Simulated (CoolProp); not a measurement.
Saturation properties of normal hydrogen.

Values from CoolProp's reference Helmholtz-energy equation of state, Leachman 2009.

| T (K) | p (MPa) | enthalpy of vaporisation (kJ/kg) | vapour Z |
|---|---|---|---|
| 25.8 | 0.3785 | ? | 0.7766 |
| 26.7 | 0.4515 | ? | 0.7489 |
| 27.7 | ? | 363.4 | 0.7154 |
| 28.6 | 0.6371 | 342.3 | ? |
| 29.5 | 0.7414 | ? | 0.6450 |
| 30.4 | 0.8574 | ? | 0.6028 |
| 31.3 | ? | 246.9 | ? |
| 32.3 | 1.145 | 182.5 | 0.4771 |

What belongs in the gaps?


- 25.8, enthalpy of vaporisation (kJ/kg): 397.9
- 26.7, enthalpy of vaporisation (kJ/kg): 383.0
- 27.7, p (MPa): 0.5436
- 28.6, vapour Z: 0.6821
- 29.5, enthalpy of vaporisation (kJ/kg): 317.2
- 30.4, enthalpy of vaporisation (kJ/kg): 286.4
- 31.3, p (MPa): 0.9860
- 31.3, vapour Z: 0.5525

It boils at 20.4 K under 1 atm.
